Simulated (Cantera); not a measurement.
## Equilibrium for hydrogen reduction and annealing atmospheres: V2O5 + H2 + N2

Feed: 1 mol V2O5, 29 mol H2, 12 mol N2, held at 1598.15 K and 13.0 Pa.

These are equilibrium values from Cantera (NASA tables, ideal gas, pure condensed phases), not measurements of a reactor. Candidate condensed phases: H2O, V, VN, VO, V2O3, V2O4, V2O5; 28 gas species. Condensed phases not in the tables: the oxides between V2O3 and V2O5 other than VO2. The numbers say what is thermodynamically allowed, not how fast it happens.

```yaml
x(H2): 0.655
x(N2): 0.292
x(H2O): 0.0486
x(H): 0.00379
x(VO2): 0.000138
x(OH): 1.09e-5
x(VO): 1.59e-6
n(V2O3(s)): 0.997 mol
gas_amount: 41.08 mol
log10 activity of V(s) (absent): -3.95
log10 activity of V2O5(l) (absent): -9.05
```
